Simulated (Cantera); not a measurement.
An isothermal, constant-pressure homogeneous reactor starts with H2 : O2 : N2 = 1.7 : 1 : 9.2 (molar parts), equivalence ratio 0.85, at 1300 K and 0.132 atm.

Model: the H2/O2 subset of GRI-Mech 3.0, which has no nitrogen chemistry, integrated in Cantera. The temperature is held fixed by assumption; the heat of reaction is taken as removed at once.

One state of this run: x H2 = 4.61e-7; x O2 = 0.0136; x H = 3.03e-9; x H2O2 = 5.14e-10; x HO2 = 3.81e-9; x O = 8.37e-8; x OH = 1.32e-5. x: mole fraction; the columns are a selection and need not sum to one.

Q: Which value of t (s) does it belong to?
(A) 0.0244
(B) 4.00
(C) 7.00e-6
(D) 0.00881

A: B, 4.00
